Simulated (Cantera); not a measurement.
Input: 1 mol CuO, a varied amount of CH4, 0.069 mol CO, held at 2423.15 K and 6.10 mbar.

Cantera equilibrium calculation (NASA polynomials, part measured and part estimated; ideal gas, pure solids and liquids). Candidate condensed phases: C, C6H6, C7H8, C8H18, Cu, CuO, Cu(OH)2, Cu2O, H2O; 113 gas species. Equilibrium is a limit: real reactors are often held back by kinetics, nucleation or transport.

Question: Which condensed phases are stable at each of these points (n(CH4) (mol)): 0.37, 0.46, 0.58, 0.72, 0.91, 1.1, 1.4, 1.8, 2.3, 2.8, 3.6?

Answer: 
```tsv
n(CH4) (mol)	condensed phases	Cu condensed (%)
0.37	gas only	0.0
0.46	gas only	0.0
0.58	gas only	0.0
0.72	gas only	0.0
0.91	gas only	0.0
1.1	C(graphite)	0.0
1.4	C(graphite)	0.0
1.8	C(graphite)	0.0
2.3	C(graphite)	0.0
2.8	C(graphite)	0.0
3.6	C(graphite)	0.0
```

From 0.37 mol CH4 to 0.91 mol CH4 nothing is condensed. From 1.1 mol CH4 to 3.6 mol CH4 the condensed part is C(graphite).
